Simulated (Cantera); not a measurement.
A closed system holds: 1 mol Si, 1.1 mol HBr, 3.8 mol N₂, held at 3.10 Pa.

Cantera equilibrium calculation (NASA polynomials, part measured and part estimated; ideal gas, pure solids and liquids). Candidate condensed phases: Br₂, Si, Si₃N₄; 28 gas species. N₂ is the only nitrogen source here; it is nearly inert below about 1500 K, so the nitride shown seldom forms there in practice. The numbers say what is thermodynamically allowed, not how fast it happens. All values below are at 527 °C.

Base state: N₂ 0.749, HBr 0.224, H₂ 0.0184, SiBr₄ 0.00918, Br 1.20e-5 (mole fractions); condensed: Si₃N₄(s).

What changes in the equilibrium state with this change: N₂ from 3.8 to 1 mol?


```csv
species,before,after
HBr,0.224,0.605
N₂,0.749,0.265
H₂,0.0184,0.0870
SiBr₄,0.00918,0.0435
Br,1.20e-5,1.49e-5
"Si₃N₄(s), mol",0.320,0.313
```
